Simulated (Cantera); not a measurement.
## Diamond growth

A diamond (100) surface in a fixed gas of H2 with x(CH4) = 0.018, x(CH3) = 0.00044, at 975 K, 0.290 bar; coverages are run to steady state.

Model: the Harris–Goodwin 1993 mechanism for the reconstructed diamond (100) surface, integrated in Cantera.

```json
[
 {"x(H)": "0.0001", "growth (µm/h)": "11.5", "θ c6HH": "0.209", "θ c6H*": "0.00458", "θ c6*H": "0.101", "θ c6**": "0.000852", "θ c6HM": "0.514"},
 {"x(H)": "0.00022", "growth (µm/h)": "20.3", "θ c6HH": "0.289", "θ c6H*": "0.00689", "θ c6*H": "0.152", "θ c6**": "0.00196", "θ c6HM": "0.413"},
 {"x(H)": "0.00048", "growth (µm/h)": "31.6", "θ c6HH": "0.385", "θ c6H*": "0.00962", "θ c6*H": "0.211", "θ c6**": "0.00358", "θ c6HM": "0.293"},
 {"x(H)": "0.0011", "growth (µm/h)": "43.1", "θ c6HH": "0.480", "θ c6H*": "0.0123", "θ c6*H": "0.270", "θ c6**": "0.00538", "θ c6HM": "0.174"},
 {"x(H)": "0.0023", "growth (µm/h)": "50.7", "θ c6HH": "0.541", "θ c6H*": "0.0141", "θ c6*H": "0.308", "θ c6**": "0.00661", "θ c6HM": "0.0977"},
 {"x(H)": "0.005", "growth (µm/h)": "55.6", "θ c6HH": "0.580", "θ c6H*": "0.0153", "θ c6*H": "0.331", "θ c6**": "0.00742", "θ c6HM": "0.0493"},
 {"x(H)": "0.011", "growth (µm/h)": "58.3", "θ c6HH": "0.601", "θ c6H*": "0.0163", "θ c6*H": "0.344", "θ c6**": "0.00789", "θ c6HM": "0.0235"},
 {"x(H)": "0.024", "growth (µm/h)": "59.8", "θ c6HH": "0.611", "θ c6H*": "0.0173", "θ c6*H": "0.349", "θ c6**": "0.00820", "θ c6HM": "0.0110"},
 {"x(H)": "0.053", "growth (µm/h)": "61.2", "θ c6HH": "0.615", "θ c6H*": "0.0191", "θ c6*H": "0.350", "θ c6**": "0.00852", "θ c6HM": "0.00510"}
]
```
θ: site fractions in the mechanism's names (c6HH fully hydrogenated, c6H* and c6*H radical sites, c6** diradical, c6HM methylated).
